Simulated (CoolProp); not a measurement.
The numbers come from the reference Helmholtz-energy equation of state, Fiedler 2023 in CoolProp.

For tetrahydrofuran, give the phase and the Z, cp (kJ/(kg K)), isothermal compressibility (1/MPa) at 253.65 °C and 177 bar; 253.65 °C and 212 bar; 253.65 °C and 283 bar.


- 253.65 °C and 177 bar: liquid; Z 0.460, cp 2.62, isothermal compressibility 0.00687
- 253.65 °C and 212 bar: liquid; Z 0.540, cp 2.57, isothermal compressibility 0.00565
- 253.65 °C and 283 bar: liquid; Z 0.696, cp 2.51, isothermal compressibility 0.00419
